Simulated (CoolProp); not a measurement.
Vapour-liquid equilibrium of R114 (1) + n-heptane (2) at 0.237 MPa; x and y are mole fractions of (1).

Values from CoolProp's multi-fluid Helmholtz-energy mixture model, Platzer 1990 and Span 2003; pair parameters Bell 2016. This equation is an older, rougher fit; its heat capacities, sound speeds and derivatives of the liquid may be far off and weren't checked against measurements.

Give the bubble temperature and the first vapour's composition at x = 0.275, 0.725, 0.8. Is there an azeotrope?

x = 0.275: 61.9 °C, y = 0.894; x = 0.725: 36.6 °C, y = 0.979; x = 0.8: 34.3 °C, y = 0.985. No azeotrope shows between x = 0.05 and 0.95.

Pair parameters are fitted to limited data, so mixtures are less certain than the pure fluids.
